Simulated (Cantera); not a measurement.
A Cantera script and what it prints.

```python
import numpy as np
import cantera as ct

gas_names = """
    Ca CaO Ca2 N NO NO2 NO3 N2 N2O O O2 O3
""".split()
cond_names = """
    Ca(a) Ca(b) Ca(L) CaO(s) CaO(L)
""".split()


def load(file, names, dense=False):
    # The tables refer to 1 bar. Condensed volumes are neglected.
    table = {s.name: s for s in ct.Species.list_from_file(file)}
    out = []
    for n in names:
        d = dict(table[n].input_data)
        d["thermo"] = dict(d["thermo"], **{"reference-pressure": 1e5})
        if dense:
            d["equation-of-state"] = {"model": "constant-volume", "density": "1e6 g/cm^3"}
        out.append(ct.Species.from_dict(d))
    return out


gas = ct.Solution(thermo="ideal-gas", species=load("nasa_gas.yaml", gas_names))
cond = {s.name: ct.Solution(thermo="fixed-stoichiometry", species=[s], name=s.name)
        for s in load("nasa_condensed.yaml", cond_names, dense=True)}
atoms = {
    'CaO': {'Ca': 1, 'O': 1},
    'O2': {'O': 2},
    'N2': {'N': 2},
}
top_T = {}  # K; cautious upper limits of use, not melting points


def equilibrate(T, P, feed):
    n = {}
    for name, mol in feed.items():
        for a, k in atoms[name].items():
            n[a] = n.get(a, 0.0) + k * mol
    gas.TPX = T, P, n
    mass = sum(n.values()) * gas.mean_molecular_weight
    gas.equilibrate("TP")
    valid = [c for c in cond.values() if c.min_temp <= T <= top_T.get(c.name, c.max_temp)]
    mix = ct.Mixture([(gas, mass / gas.mean_molecular_weight)] + [(c, 0.0) for c in valid])
    mix.T, mix.P = T, P
    mix.equilibrate("TP", solver="vcs", rtol=1e-11, max_steps=5000)
    return mix


results = []
feed = {'CaO': 1, 'O2': 6.8, 'N2': 0.62}  # mol
T = 1623  # K
P = 4000  # Pa
mix = equilibrate(T, P, feed)
results.append((T, P, feed, dict(zip(mix.species_names, mix.species_moles))))
print(gas.report(threshold=0.0001))
for i in range(1, mix.n_phases):
    print(f"{mix.phase(i).name:16s} {mix.phase_moles(i):12.5e} mol")
```

Output:

```
       temperature   1623 K
          pressure   4000 Pa
           density   0.0093857 kg/m^3
  mean mol. weight   31.664 kg/kmol
   phase of matter   gas

                          1 kg             1 kmol
                     ---------------   ---------------
          enthalpy        1.4222e+06        4.5032e+07  J
   internal energy        9.9601e+05        3.1537e+07  J
           entropy            9121.6        2.8882e+05  J/K
    Gibbs function       -1.3382e+07       -4.2373e+08  J
 heat capacity c_p            1159.6             36716  J/K
 heat capacity c_v            896.98             28402  J/K

                      mass frac. Y      mole frac. X     chem. pot. / RT
                     ---------------   ---------------   ---------------
                NO         0.0013688         0.0014445           -31.659
                N2          0.073283          0.082831           -31.968
                O2            0.9253           0.91563            -31.35
     [   +9 minor]        4.9324e-05        9.3299e-05

Ca(L)             0.00000e+00 mol
CaO(s)            1.00000e+00 mol
```

Cantera equilibrium calculation (NASA polynomials, part measured and part estimated; ideal gas, pure solids and liquids).
